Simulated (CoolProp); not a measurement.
Computed with CoolProp (reference Helmholtz-energy equation of state, Thol 2016).

Task: Give the vapour pressure (MPa), vapour density (kg/m³), surface tension (mN/m) of saturated hexamethyldisiloxane (MM) at 254.4, 271.5 K.

Result: 
```tsv
T (K)	p (MPa)	vapour density (kg/m³)	surface tension (mN/m)
254.4	0.000373	0.0287	19.4
271.5	0.00122	0.0880	17.8
```

Surface tension comes from a separate correlation (Mulero 2014), older than this fluid's equation and unchecked against measurements.
